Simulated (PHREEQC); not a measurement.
Solution (11 °C): 0.0011 mol/kgw PbCl2 and 0.25 mol/kgw Zn(NO3)2. Closed to the air; pH follows from the charge balance.

All values are PHREEQC results (ion-association model, phreeqc.dat), not measurements.

No solid was allowed to form.

Problem. Order these Cl species by the share of Cl that they hold, largest first: Cl-, ZnCl+, PbCl+.

Solution. Cl- (93 %), ZnCl+ (6.3 %), PbCl+ (0.27 %)

Problem. Order these Pb species by the share of Pb that they hold, largest first: PbCl+, PbNO3+, Pb+2.

Solution. PbNO3+ (65 %), Pb+2 (34 %), PbCl+ (0.54 %)

The pH is 5.34 and the ionic strength 0.752 mol/kgw. The ionic strength is past about 0.7 mol/kgw, beyond the range of this activity model, so the values are rough. Away from 25 °C the constants follow the database's enthalpies or fits; those with neither stay at their 25 °C values.
